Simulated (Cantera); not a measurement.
A Cantera script and its output.

```python
import numpy as np
import cantera as ct

gas = ct.Solution("gri30.yaml", transport_model="mixture-averaged")
show = ['CH3', 'OH', 'H2O']

rows = []
print(f"{'T/K':>7s}{'rho':>11s}{'cp':>10s}{'mu':>11s}{'lambda':>11s}{'Pr':>7s}" + "".join(f"{'D_' + s:>11s}" for s in show))
for T in [400, 650, 900, 1150, 1400, 1650, 1900, 2150, 2400]:
    gas.TPX = T, 100, {'N2O': 0.99, 'NO': 0.66}
    Pr = gas.cp_mass * gas.viscosity / gas.thermal_conductivity
    D = [gas.mix_diff_coeffs_mole[gas.species_index(s)] for s in show]
    rows.append([gas.density, gas.cp_mass, gas.viscosity, gas.thermal_conductivity, Pr, *D])
    print(f"{T:7g}{gas.density:11.4e}{gas.cp_mass:10.1f}{gas.viscosity:11.4e}"
          f"{gas.thermal_conductivity:11.4e}{Pr:7.3f}" + "".join(f"{d:11.4e}" for d in D))
print("SI units: kg/m3, J/kg/K, Pa s, W/m/K, m2/s")
```

It prints:

```
    T/K        rho        cp         mu     lambda     Pr      D_CH3       D_OH      D_H2O
    400 1.1549e-03     979.1 2.0695e-05 2.8050e-02  0.722 3.2374e-02 4.5337e-02 3.2923e-02
    650 7.1072e-04    1104.1 3.0248e-05 4.5871e-02  0.728 7.6115e-02 1.0467e-01 8.2759e-02
    900 5.1330e-04    1191.4 3.8223e-05 6.2139e-02  0.733 1.3287e-01 1.8133e-01 1.4943e-01
   1150 4.0171e-04    1243.9 4.5258e-05 7.6966e-02  0.731 2.0102e-01 2.7332e-01 2.3038e-01
   1400 3.2998e-04    1281.3 5.1659e-05 9.0612e-02  0.730 2.7956e-01 3.7933e-01 3.2406e-01
   1650 2.7998e-04    1310.2 5.7601e-05 1.0330e-01  0.731 3.6778e-01 4.9843e-01 4.2942e-01
   1900 2.4314e-04    1332.1 6.3193e-05 1.1520e-01  0.731 4.6514e-01 6.2991e-01 5.4573e-01
   2150 2.1487e-04    1348.5 6.8508e-05 1.2646e-01  0.731 5.7122e-01 7.7318e-01 6.7246e-01
   2400 1.9249e-04    1360.7 7.3597e-05 1.3717e-01  0.730 6.8567e-01 9.2777e-01 8.0923e-01
SI units: kg/m3, J/kg/K, Pa s, W/m/K, m2/s
```

Detailed kinetics in Cantera: GRI-Mech 3.0 (53 species, 325 reactions). The composition is frozen, though it would react at the higher temperatures.
